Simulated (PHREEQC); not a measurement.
Dissolve 0.043 mol HF, 0.0002 mol KF and 4.6e-05 mol H2SO4 per kg of water at 25 °C. Closed to the air; pH follows from the charge balance.

All values are PHREEQC results (ion-association model, phreeqc.dat), not measurements.

### Question
The ionic strength comes out as 0.00589 mol/kgw. What activity coefficients do K+, SO4-2, HSO4-, H+, F- get?

### Answer
K+ 0.92, SO4-2 0.73, HSO4- 0.92, H+ 0.93, F- 0.92.

Precipitation was switched off in this run. Species that the database lacks are ignored.
